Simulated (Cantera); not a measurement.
Input: 1 mol NH3, 3.7 mol O2, 7 mol H2, held at 898.15 K and 13.3 mbar.

Method: chemical equilibrium by Gibbs-energy minimisation in Cantera with the NASA 1993 tables (ideal gas, pure condensed phases). Candidate condensed phases: H2O; 24 gas species. Rates play no part.

Base state: H2O 0.822, H2 0.122, N2 0.0556 (mole fractions); condensed: gas only.

**Question.** What changes in the equilibrium state with this change: O2 from 3.7 to 0.038 mol?

**Answer.** 
```
species  before    after
-------  ------  -------
H2        0.122    0.936
N2       0.0556   0.0556
H2O       0.822  0.00844
```
